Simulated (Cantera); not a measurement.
Charge: 1 mol SiH2Cl2, a varied amount of N2, held at 1248 K and 75.0 Torr.

Cantera equilibrium calculation (NASA polynomials, part measured and part estimated; ideal gas, pure solids and liquids). Candidate condensed phases: NH4Cl, Si, Si3N4; 28 gas species. N2 is the only nitrogen source here; it is nearly inert below about 1500 K, so the nitride shown seldom forms there in practice. The tables' values for SiCl3 are old estimates; treat these amounts as uncertain. Rates play no part.

Task: At 16 mol N2, list the 4 most abundant gas species with their mole fractions, and the condensed phases.

Result: N2 0.893, HCl 0.0797, H2 0.0180, SiCl4 0.00863. Condensed: Si3N4(s).
